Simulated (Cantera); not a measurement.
Input (Python, Cantera) and output of one run.

```python
import numpy as np
import cantera as ct

gas_names = [...]  # 113 gases of nasa_gas.yaml made of C, H, O, Ta
cond_names = """
    C(gr) C6H6(L) C7H8(L) C8H18(L),n-octa H2O(s) H2O(L) Ta(cr) Ta(L) TaC(s) TaC(L) Ta2O5(s) Ta2O5(L)
""".split()


# ... load() reads the species with a 1 bar reference pressure and builds the phases ...
atoms = {
    'Ta': {'Ta': 1},
    'CH4': {'C': 1, 'H': 4},
    'H2O': {'H': 2, 'O': 1},
}
top_T = {'C(gr)': 4500}  # K; cautious upper limits of use, not melting points


# ... equilibrate(T, P, feed) seeds the gas with the atoms and calls Mixture.equilibrate('TP', solver="vcs", rtol=1e-11, max_steps=5000) ...
results = []
feed = {'Ta': 1, 'CH4': 0.14, 'H2O': 0.11}  # mol
for P in [0.1, 0.75, 5.6, 42, 320, 2400, 18000, 130000, 1000000]:
    for T in [873, 1023, 1173, 1323, 1473, 1623, 1773, 1923, 2073, 2223, 2373, 2523, 2673]:
        mix = equilibrate(T, P, feed)
        results.append((T, P, feed, dict(zip(mix.species_names, mix.species_moles))))

for T, P, feed, n in results:
    print(f"{T:7g} {P:10.4g}  " + (" + ".join(c for c in cond_names if n.get(c, 0) > 1e-12) or "gas only"))
```

It prints:

```
    873        0.1  Ta(cr) + TaC(s) + Ta2O5(s)
   1023        0.1  Ta(cr) + TaC(s) + Ta2O5(s)
   1173        0.1  Ta(cr) + TaC(s) + Ta2O5(s)
   1323        0.1  Ta(cr) + TaC(s) + Ta2O5(s)
   1473        0.1  Ta(cr) + TaC(s)
   1623        0.1  Ta(cr) + TaC(s)
   1773        0.1  Ta(cr) + TaC(s)
   1923        0.1  Ta(cr) + TaC(s)
   2073        0.1  Ta(cr) + TaC(s)
   2223        0.1  Ta(cr) + TaC(s)
   2373        0.1  Ta(cr) + TaC(s)
   2523        0.1  Ta(cr) + TaC(s)
   2673        0.1  Ta(cr) + TaC(s)
    873       0.75  Ta(cr) + TaC(s) + Ta2O5(s)
   1023       0.75  Ta(cr) + TaC(s) + Ta2O5(s)
   1173       0.75  Ta(cr) + TaC(s) + Ta2O5(s)
   1323       0.75  Ta(cr) + TaC(s) + Ta2O5(s)
   1473       0.75  Ta(cr) + TaC(s) + Ta2O5(s)
   1623       0.75  Ta(cr) + TaC(s)
   1773       0.75  Ta(cr) + TaC(s)
   1923       0.75  Ta(cr) + TaC(s)
   2073       0.75  Ta(cr) + TaC(s)
   2223       0.75  Ta(cr) + TaC(s)
   2373       0.75  Ta(cr) + TaC(s)
   2523       0.75  Ta(cr) + TaC(s)
   2673       0.75  Ta(cr) + TaC(s)
    873        5.6  Ta(cr) + TaC(s) + Ta2O5(s)
   1023        5.6  Ta(cr) + TaC(s) + Ta2O5(s)
   1173        5.6  Ta(cr) + TaC(s) + Ta2O5(s)
   1323        5.6  Ta(cr) + TaC(s) + Ta2O5(s)
   1473        5.6  Ta(cr) + TaC(s) + Ta2O5(s)
   1623        5.6  Ta(cr) + TaC(s) + Ta2O5(s)
   1773        5.6  Ta(cr) + TaC(s)
   1923        5.6  Ta(cr) + TaC(s)
   2073        5.6  Ta(cr) + TaC(s)
   2223        5.6  Ta(cr) + TaC(s)
   2373        5.6  Ta(cr) + TaC(s)
   2523        5.6  Ta(cr) + TaC(s)
   2673        5.6  Ta(cr) + TaC(s)
    873         42  Ta(cr) + TaC(s) + Ta2O5(s)
   1023         42  Ta(cr) + TaC(s) + Ta2O5(s)
   1173         42  Ta(cr) + TaC(s) + Ta2O5(s)
   1323         42  Ta(cr) + TaC(s) + Ta2O5(s)
   1473         42  Ta(cr) + TaC(s) + Ta2O5(s)
   1623         42  Ta(cr) + TaC(s) + Ta2O5(s)
   1773         42  Ta(cr) + TaC(s)
   1923         42  Ta(cr) + TaC(s)
   2073         42  Ta(cr) + TaC(s)
   2223         42  Ta(cr) + TaC(s)
   2373         42  Ta(cr) + TaC(s)
   2523         42  Ta(cr) + TaC(s)
   2673         42  Ta(cr) + TaC(s)
    873        320  Ta(cr) + TaC(s) + Ta2O5(s)
   1023        320  Ta(cr) + TaC(s) + Ta2O5(s)
   1173        320  Ta(cr) + TaC(s) + Ta2O5(s)
   1323        320  Ta(cr) + TaC(s) + Ta2O5(s)
   1473        320  Ta(cr) + TaC(s) + Ta2O5(s)
   1623        320  Ta(cr) + TaC(s) + Ta2O5(s)
   1773        320  Ta(cr) + TaC(s) + Ta2O5(s)
   1923        320  Ta(cr) + TaC(s)
   2073        320  Ta(cr) + TaC(s)
   2223        320  Ta(cr) + TaC(s)
   2373        320  Ta(cr) + TaC(s)
   2523        320  Ta(cr) + TaC(s)
   2673        320  Ta(cr) + TaC(s)
    873       2400  Ta(cr) + TaC(s) + Ta2O5(s)
   1023       2400  Ta(cr) + TaC(s) + Ta2O5(s)
   1173       2400  Ta(cr) + TaC(s) + Ta2O5(s)
   1323       2400  Ta(cr) + TaC(s) + Ta2O5(s)
   1473       2400  Ta(cr) + TaC(s) + Ta2O5(s)
   1623       2400  Ta(cr) + TaC(s) + Ta2O5(s)
   1773       2400  Ta(cr) + TaC(s) + Ta2O5(s)
   1923       2400  Ta(cr) + TaC(s) + Ta2O5(s)
   2073       2400  Ta(cr) + TaC(s)
   2223       2400  Ta(cr) + TaC(s)
   2373       2400  Ta(cr) + TaC(s)
   2523       2400  Ta(cr) + TaC(s)
   2673       2400  Ta(cr) + TaC(s)
    873    1.8e+04  Ta(cr) + TaC(s) + Ta2O5(s)
   1023    1.8e+04  Ta(cr) + TaC(s) + Ta2O5(s)
   1173    1.8e+04  Ta(cr) + TaC(s) + Ta2O5(s)
   1323    1.8e+04  Ta(cr) + TaC(s) + Ta2O5(s)
   1473    1.8e+04  Ta(cr) + TaC(s) + Ta2O5(s)
   1623    1.8e+04  Ta(cr) + TaC(s) + Ta2O5(s)
   1773    1.8e+04  Ta(cr) + TaC(s) + Ta2O5(s)
   1923    1.8e+04  Ta(cr) + TaC(s) + Ta2O5(s)
   2073    1.8e+04  Ta(cr) + TaC(s) + Ta2O5(L)
   2223    1.8e+04  Ta(cr) + TaC(s) + Ta2O5(L)
   2373    1.8e+04  Ta(cr) + TaC(s)
   2523    1.8e+04  Ta(cr) + TaC(s)
   2673    1.8e+04  Ta(cr) + TaC(s)
    873    1.3e+05  Ta(cr) + TaC(s) + Ta2O5(s)
   1023    1.3e+05  Ta(cr) + TaC(s) + Ta2O5(s)
   1173    1.3e+05  Ta(cr) + TaC(s) + Ta2O5(s)
   1323    1.3e+05  Ta(cr) + TaC(s) + Ta2O5(s)
   1473    1.3e+05  Ta(cr) + TaC(s) + Ta2O5(s)
   1623    1.3e+05  Ta(cr) + TaC(s) + Ta2O5(s)
   1773    1.3e+05  Ta(cr) + TaC(s) + Ta2O5(s)
   1923    1.3e+05  Ta(cr) + TaC(s) + Ta2O5(s)
   2073    1.3e+05  Ta(cr) + TaC(s) + Ta2O5(L)
   2223    1.3e+05  Ta(cr) + TaC(s) + Ta2O5(L)
   2373    1.3e+05  Ta(cr) + TaC(s) + Ta2O5(L)
   2523    1.3e+05  Ta(cr) + TaC(s)
   2673    1.3e+05  Ta(cr) + TaC(s)
    873      1e+06  Ta(cr) + TaC(s) + Ta2O5(s)
   1023      1e+06  Ta(cr) + TaC(s) + Ta2O5(s)
   1173      1e+06  Ta(cr) + TaC(s) + Ta2O5(s)
   1323      1e+06  Ta(cr) + TaC(s) + Ta2O5(s)
   1473      1e+06  Ta(cr) + TaC(s) + Ta2O5(s)
   1623      1e+06  Ta(cr) + TaC(s) + Ta2O5(s)
   1773      1e+06  Ta(cr) + TaC(s) + Ta2O5(s)
   1923      1e+06  Ta(cr) + TaC(s) + Ta2O5(s)
   2073      1e+06  Ta(cr) + TaC(s) + Ta2O5(L)
   2223      1e+06  Ta(cr) + TaC(s) + Ta2O5(L)
   2373      1e+06  Ta(cr) + TaC(s) + Ta2O5(L)
   2523      1e+06  Ta(cr) + TaC(s) + Ta2O5(L)
   2673      1e+06  Ta(cr) + TaC(s) + Ta2O5(L)
```

Cantera equilibrium calculation (NASA polynomials, part measured and part estimated; ideal gas, pure solids and liquids). Mutual solubility and eutectic melting of coexisting phases are not modelled. TaC: taken at fixed stoichiometry. Condensed phases not in the tables: Ta2C, N, O or C dissolved in the metal.
